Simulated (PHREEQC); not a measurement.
Synthetic water in mg/kgw, 90 °C, pH 6.4:

```json
[
 {"constituent": "Na", "mg/kgw": "8270"},
 {"constituent": "K", "mg/kgw": "272"},
 {"constituent": "Ca", "mg/kgw": "892"},
 {"constituent": "Mg", "mg/kgw": "609"},
 {"constituent": "Cl", "mg/kgw": "16400"},
 {"constituent": "S(6) as SO4", "mg/kgw": "496"},
 {"constituent": "Alkalinity as HCO3", "mg/kgw": "1.83"}
]
```

Cl is adjusted to close the charge balance.
Valence states are taken as typed.

Computed with PHREEQC (Pitzer model, pitzer.dat).

Problem. The ionic strength comes out as 0.514 mol/kgw. What activity coefficients do K+, OH-, Cl-, HCO3-, SO4-2 get?

Solution. K+ 0.64, OH- 0.53, Cl- 0.63, HCO3- 0.59, SO4-2 0.081. Single-ion values are on the MacInnes scale.

No solid was allowed to form. Complexes and solids missing from the database can't appear. Away from 25 °C the constants follow the database's enthalpies or fits; those with neither stay at their 25 °C values.
